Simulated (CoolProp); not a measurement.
Values from CoolProp's reference Helmholtz-energy equation of state, de Vries 1995.

Q: For R124, give the phase and the isothermal compressibility (1/MPa), Prandtl number at 78.35 °C and 17000 kPa; 85.25 °C and 17000 kPa.

A: 
- 78.35 °C and 17000 kPa: liquid; isothermal compressibility 0.00446, Prandtl number 3.46
- 85.25 °C and 17000 kPa: liquid; isothermal compressibility 0.00489, Prandtl number 3.36

Viscosity comes from a separate model (Bell 2016), an estimate that may be off by 10 % or more. Thermal conductivity comes from a separate model (Huber 2003), an estimate that may be off by 10 % or more.
